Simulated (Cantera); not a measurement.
A Cantera script and what it prints.

```python
import numpy as np
import cantera as ct

gas_names = """
    C CO CO2 C2 C2O C3 C3O2 C4 C5 O O2 O3 Si SiC SiC2 SiO SiO2 Si2 Si2C Si3
""".split()
cond_names = """
    C(gr) Si(cr) Si(L) SiC(b) SiO2(Lqz) SiO2(hqz) SiO2(L)
""".split()


# ... load() reads the species with a 1 bar reference pressure and builds the phases ...
atoms = {
    'Si': {'Si': 1},
    'CO': {'C': 1, 'O': 1},
}
top_T = {'C(gr)': 4500, 'SiC(b)': 3050}  # K; cautious upper limits of use, not melting points


# ... equilibrate(T, P, feed) seeds the gas with the atoms and calls Mixture.equilibrate('TP', solver="vcs", rtol=1e-11, max_steps=5000) ...
results = []
feed = {'Si': 1, 'CO': 8.9}  # mol
T = 700  # K
P = 1333.22  # Pa
mix = equilibrate(T, P, feed)
results.append((T, P, feed, dict(zip(mix.species_names, mix.species_moles))))
print(gas.report(threshold=0.0001))
for i in range(1, mix.n_phases):
    print(f"{mix.phase(i).name:16s} {mix.phase_moles(i):12.5e} mol")
```

It prints:

```
       temperature   700 K
          pressure   1333.2 Pa
           density   0.0096142 kg/m^3
  mean mol. weight   41.971 kg/kmol
   phase of matter   gas

                          1 kg             1 kmol
                     ---------------   ---------------
          enthalpy       -8.1111e+06       -3.4043e+08  J
   internal energy       -8.2498e+06       -3.4625e+08  J
           entropy            6821.1        2.8628e+05  J/K
    Gibbs function       -1.2886e+07       -5.4083e+08  J
 heat capacity c_p            1125.5             47239  J/K
 heat capacity c_v            927.44             38925  J/K

                      mass frac. Y      mole frac. X     chem. pot. / RT
                     ---------------   ---------------   ---------------
                CO          0.085031           0.12741           -50.133
               CO2           0.91497           0.87259           -99.172
     [  +18 minor]        4.1137e-20        2.5379e-20

C(gr)             5.21526e+00 mol
Si(cr)            0.00000e+00 mol
SiC(b)            0.00000e+00 mol
SiO2(Lqz)         1.00000e+00 mol
```

These are equilibrium values from Cantera (NASA tables, ideal gas, pure condensed phases), not measurements of a reactor.
